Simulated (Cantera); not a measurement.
A freely propagating, adiabatic, planar premixed flame of CO : H2 : CH4 : O2 : N2 : CO2 = 1 : 0.035 : 0.24 : 0.713 : 2.68 : 0.033 (molar parts), equivalence ratio 1.4, unburnt at 473 K and 1000000 Pa; mixture-averaged transport, grid criteria slope 0.08 and curve 0.16, no radiation.

Model: GRI-Mech 3.0 (53 species, 325 reactions), integrated in Cantera. Burning velocities carry a grid error of a few per cent, more on coarse grids.

Task: Predict: laminar burning velocity; thermal thickness; peak x(HCO); peak x(C2H4); peak x(HCN).

Result: 
* **laminar burning velocity**: 64.0 cm/s
* **thermal thickness**: 0.0452 mm
* **peak x(HCO)**: 2.61e-5
* **peak x(C2H4)**: 0.000115
* **peak x(HCN)**: 2.24e-6
